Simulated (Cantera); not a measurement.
A Cantera script and its output.

```python
import numpy as np
import cantera as ct

surf = ct.Interface("diamond.yaml", "diamond_100")
gas, bulk = surf.adjacent["gas"], surf.adjacent["diamond"]
k = surf.kinetics_species_index(bulk.species_names[0])
cover = ["c6HH", "c6H*", "c6*H", "c6**", "c6HM", "c6B"]

rows, drift = [], 0.0
print(f"{'xH':>10s}{'um/h':>11s}" + "".join(f"{s:>11s}" for s in cover))
for v in [0.0001, 0.00021, 0.00046, 0.00099, 0.0021, 0.0045, 0.0098, 0.021, 0.045]:
    T, P, xH, xCH3 = 948, 1600, v, 5.6e-05
    gas.TPX = T, P, {"H": xH, "CH3": xCH3, "CH4": 0.021, "H2": 1 - xH - xCH3 - 0.021}
    surf.TP = bulk.TP = T, P
    surf.coverages = "c6H*:0.1, c6HH:0.9"
    surf.advance_coverages(100.0)
    before = surf.coverages
    surf.advance_coverages(100.0)
    drift = max(drift, np.max(np.abs(surf.coverages - before) / (surf.coverages + 1e-9)))
    rate = surf.net_production_rates[k] * bulk.mean_molecular_weight / bulk.density * 3.6e9
    rows.append([rate, *surf[cover].coverages])
    print(f"{v:10.4g}{rate:11.4e}" + "".join(f"{x:11.3e}" for x in rows[-1][1:]))
```

It prints:

```
        xH       um/h       c6HH       c6H*       c6*H       c6**       c6HM        c6B
    0.0001 1.0575e-01  5.709e-01  1.142e-02  2.730e-01  3.344e-03  1.083e-01  2.870e-10
   0.00021 1.7292e-01  5.829e-01  1.214e-02  2.901e-01  4.446e-03  8.471e-02  4.692e-10
   0.00046 2.4544e-01  6.034e-01  1.283e-02  3.067e-01  5.367e-03  5.506e-02  6.660e-10
   0.00099 3.0006e-01  6.211e-01  1.334e-02  3.188e-01  5.961e-03  3.133e-02  8.142e-10
    0.0021 3.3350e-01  6.325e-01  1.365e-02  3.262e-01  6.296e-03  1.643e-02  9.050e-10
    0.0045 3.5201e-01  6.389e-01  1.383e-02  3.302e-01  6.475e-03  8.096e-03  9.552e-10
    0.0098 3.6149e-01  6.422e-01  1.394e-02  3.323e-01  6.566e-03  3.818e-03  9.809e-10
     0.021 3.6599e-01  6.438e-01  1.401e-02  3.332e-01  6.612e-03  1.804e-03  9.931e-10
     0.045 3.6825e-01  6.445e-01  1.411e-02  3.336e-01  6.641e-03  8.470e-04  9.993e-10
```

Computed with Cantera and the Harris–Goodwin 1993 mechanism for the reconstructed diamond (100) surface.
